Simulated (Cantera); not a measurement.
Thermodynamics of carbon deposition, reforming and gasification, feed C2H6 + H2

A closed system holds: 1 mol C2H6, 16 mol H2, equilibrated at 9.20 mbar.

Cantera equilibrium calculation (NASA polynomials, part measured and part estimated; ideal gas, pure solids and liquids). Candidate condensed phases: C, C6H6, C7H8, C8H18; 76 gas species. Kinetics and transport are ignored.

From 652 °C to 1852 °C the condensed part is C(graphite). The main C-bearing gas is CH4 at 652 °C and C2H2 (acetylene) at 1852 °C.

| T (°C) | x H2 | x H | x CH4 | x C2H2 (acetylene) | x CH3 | n C(graphite) |
|---|---|---|---|---|---|---|
| 652 | 0.998 | 2.71e-9 | 0.00208 | 1.27e-10 | 9.23e-11 | 1.96 |
| 752 | 0.999 | 4.54e-8 | 0.000675 | 2.21e-9 | 5.39e-10 | 1.99 |
| 852 | 1.000 | 4.63e-7 | 0.000265 | 2.30e-8 | 2.27e-9 | 1.99 |
| 952 | 1.000 | 3.25e-6 | 0.000121 | 1.62e-7 | 7.55e-9 | 2.00 |
| 1052 | 1.000 | 1.70e-5 | 6.18e-5 | 8.51e-7 | 2.08e-8 | 2.00 |
| 1152 | 1.000 | 7.11e-5 | 3.47e-5 | 3.52e-6 | 4.95e-8 | 2.00 |
| 1252 | 1.000 | 0.000247 | 2.10e-5 | 1.21e-5 | 1.05e-7 | 2.00 |
| 1352 | 0.999 | 0.000735 | 1.35e-5 | 3.55e-5 | 2.02e-7 | 2.00 |
| 1452 | 0.998 | 0.00193 | 9.15e-6 | 9.20e-5 | 3.60e-7 | 2.00 |
| 1552 | 0.995 | 0.00458 | 6.46e-6 | 0.000214 | 6.00e-7 | 1.99 |
| 1652 | 0.990 | 0.00992 | 4.71e-6 | 0.000453 | 9.42e-7 | 1.98 |
| 1752 | 0.979 | 0.0199 | 3.51e-6 | 0.000886 | 1.40e-6 | 1.97 |
| 1852 | 0.961 | 0.0371 | 2.64e-6 | 0.00161 | 1.98e-6 | 1.94 |
x: gas mole fraction; n: condensed amount in mol.
